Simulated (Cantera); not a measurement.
A freely propagating, adiabatic, planar premixed flame of 55.7 % H2, 9.31 % O2, 34.9 % N2, equivalence ratio 3.0, unburnt at 598 K and 12000 Pa; mixture-averaged transport, grid criteria slope 0.08 and curve 0.16, no radiation.

Detailed kinetics in Cantera: the H2/O2 subset of GRI-Mech 3.0, which has no nitrogen chemistry. Burning velocities carry a grid error of a few per cent, more on coarse grids.

Predict: laminar burning velocity; thermal thickness; peak x(O); peak x(H2O2); peak x(H).


```
Property                     Value
------------------------  --------
laminar burning velocity  601 cm/s
thermal thickness          7.71 mm
peak x(O)                  0.00226
peak x(H2O2)               3.52e-7
peak x(H)                    0.111
```
